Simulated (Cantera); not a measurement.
Feed: 1 mol Fe₂O₃, 4.1 mol CH₄, 0.1 mol H₂, equilibrated at 2275 K and 75.0 Torr.

Method: chemical equilibrium by Gibbs-energy minimisation in Cantera with the NASA 1993 tables (ideal gas, pure condensed phases). Candidate condensed phases: C, C₆H₆, C₇H₈, C₈H₁₈, Fe, Fe(CO)₅, FeO, Fe(OH)₂, Fe(OH)₃, Fe₂O₃, Fe₃O₄, H₂O; 114 gas species. Iron dissolves carbon and melts from about 1420 K in contact with it, which pure phases cannot show. Condensed phases not in the tables: cementite and carbon dissolved in iron. The numbers say what is thermodynamically allowed, not how fast it happens.

Base state: H₂ 0.673, CO 0.248, Fe 0.0539, H 0.0220, C₂H₂ (acetylene) 0.00256, CH₄ 1.02e-5 (mole fractions); condensed: C(graphite) + Fe(l).

Problem. What changes in the equilibrium state with this change: pressure from 75.0 Torr to 100 Torr?

Solution. 
```json
[
 {"species": "H₂", "before": "0.673", "after": "0.685"},
 {"species": "CO", "before": "0.248", "after": "0.252"},
 {"species": "Fe", "before": "0.0539", "after": "0.0404"},
 {"species": "H", "before": "0.0220", "after": "0.0193"},
 {"species": "CH₄", "before": "1.02e-5", "after": "1.41e-5"},
 {"species": "C₂H₂ (acetylene)", "before": "0.00256", "after": "0.00261"},
 {"species": "C(graphite), mol", "before": "1.04", "after": "1.04"},
 {"species": "Fe(l), mol", "before": "1.35", "after": "1.52"}
]
```
